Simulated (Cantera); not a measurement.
An isothermal, constant-pressure homogeneous reactor starts with 51.3 % NH₃, 48.7 % N₂, at 2225 K and 2200 Pa.

Computed with Cantera and the gas-phase N/H chemistry of the illustrative SiF4/NH3 mechanism in the Surface Chemkin manual (1991). Walls and surfaces, which speed up NH3 decomposition in real reactors, are not modelled.

x: mole fraction; the columns are a selection and need not sum to one.

| t (s) | x NH₃ | x N₂H₂ | x NH | x N₂H₄ | x NH₂ |
|---|---|---|---|---|---|
| 5.00e-6 | 0.513 | 5.59e-12 | 1.47e-10 | <1e-12 | 8.40e-6 |
| 1.61e-5 | 0.513 | 2.15e-10 | 2.62e-9 | 1.75e-12 | 3.18e-5 |
| 5.15e-5 | 0.513 | 4.85e-9 | 3.74e-8 | 2.24e-11 | 0.000108 |
| 0.000165 | 0.512 | 7.36e-8 | 5.62e-7 | 2.44e-10 | 0.000352 |
| 0.000531 | 0.511 | 1.07e-6 | 6.49e-6 | 2.45e-9 | 0.00111 |
| 0.00171 | 0.507 | 8.84e-6 | 2.84e-5 | 1.60e-8 | 0.00284 |
| 0.00548 | 0.490 | 1.36e-5 | 4.58e-5 | 2.06e-8 | 0.00322 |
| 0.0176 | ? | ? | 5.77e-5 | ? | ? |
| 0.0565 | 0.312 | 7.15e-6 | 6.24e-5 | 6.87e-9 | 0.00186 |
| 0.181 | ? | ? | ? | ? | ? |
| 0.582 | 0.0107 | 1.42e-7 | 2.06e-5 | 5.77e-11 | 0.000170 |
| 1.87 | 4.33e-6 | 6.10e-12 | 4.92e-7 | <1e-12 | 5.24e-7 |
| 6.00 | 1.16e-7 | <1e-12 | 3.44e-8 | <1e-12 | 2.27e-8 |

### Question
Complete the blanks.

### Answer

- 0.0176, x NH₃: 0.438
- 0.0176, x N₂H₂: 1.14e-5
- 0.0176, x N₂H₄: 1.37e-8
- 0.0176, x NH₂: 0.00262
- 0.181, x NH₃: 0.123
- 0.181, x N₂H₂: 2.24e-6
- 0.181, x NH: 4.85e-5
- 0.181, x N₂H₄: 1.70e-9
- 0.181, x NH₂: 0.000924
